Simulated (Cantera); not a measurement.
Feed: 1 mol SiH4, 500 mol H2, at 1300 K and 1.00 bar.

Cantera equilibrium calculation (NASA polynomials, part measured and part estimated; ideal gas, pure solids and liquids). Candidate condensed phases: Si; 9 gas species. The numbers say what is thermodynamically allowed, not how fast it happens.

Base state: H2 1.000 (mole fractions); condensed: Si(s).

Question: What changes in the equilibrium state with this change: SiH4 replaced by Si2Cl6?

Answer: 
```json
[
 {"species": "H2", "before": "1.000", "after": "0.989"},
 {"species": "HCl", "before": "0", "after": "0.0106"},
 {"species": "SiCl2", "before": "0", "after": "0.000306"},
 {"species": "SiHCl3", "before": "0", "after": "0.000108"},
 {"species": "SiH2Cl2", "before": "0", "after": "6.46e-5"},
 {"species": "SiCl3", "before": "0", "after": "3.63e-5"},
 {"species": "Si(s), mol", "before": "1.000", "after": "1.72"}
]
```
The feed counts by its element totals alone. The tables' values for SiCl3 are old estimates; treat these amounts as uncertain.
